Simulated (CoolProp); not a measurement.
Vapour-liquid equilibrium of methanol (1) + water (2) at 0.732 MPa; x and y are mole fractions of (1).

The numbers come from the multi-fluid Helmholtz-energy mixture model, de Reuck 1993 and Wagner 2002; pair parameters Bell 2016 in CoolProp.

| x | bubble temperature, mixture model (°C) | bubble temperature, Raoult's law (°C) | y, mixture model | y, Raoult's law |
|---|---|---|---|---|
| 0.05 | ? | 163.2 | 0.146 | 0.129 |
| 0.2 | 151.1 | 154.1 | ? | 0.420 |
| 0.35 | 143.5 | 146.6 | ? | 0.614 |
| 0.5 | ? | 140.3 | ? | 0.751 |
| 0.65 | 133.2 | 134.9 | 0.821 | 0.851 |
| 0.8 | ? | 130.2 | 0.900 | 0.926 |
| 0.95 | 125.9 | 126.1 | 0.975 | 0.984 |

### Question
Fill in the missing entries.

### Answer

- 0.05, bubble temperature, mixture model (°C): 162.0
- 0.2, y, mixture model: 0.436
- 0.35, y, mixture model: 0.610
- 0.5, bubble temperature, mixture model (°C): 137.8
- 0.5, y, mixture model: 0.729
- 0.8, bubble temperature, mixture model (°C): 129.4

The largest gap from Raoult's law is -3.1 K in bubble temperature, at x = 0.35. No azeotrope shows between x = 0.05 and 0.95.

Pair parameters are fitted to limited data, so mixtures are less certain than the pure fluids.
